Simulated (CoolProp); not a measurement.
The numbers come from the reference Helmholtz-energy equation of state, Lemmon 2006 in CoolProp. It is a short technical equation, of lower accuracy than the large ones.

Question: For n-decane, give the phase and the Z, cp (kJ/(kg K)), cv (kJ/(kg K)), Joule-Thomson coefficient (K/MPa) at 620 K and 191 kPa; 620 K and 1050 kPa.

Answer: 
- 620 K and 191 kPa: gas; Z 0.967, cp 2.93, cv 2.86, Joule-Thomson coefficient 8.47
- 620 K and 1050 kPa: gas; Z 0.796, cp 3.11, cv 2.92, Joule-Thomson coefficient 11.7
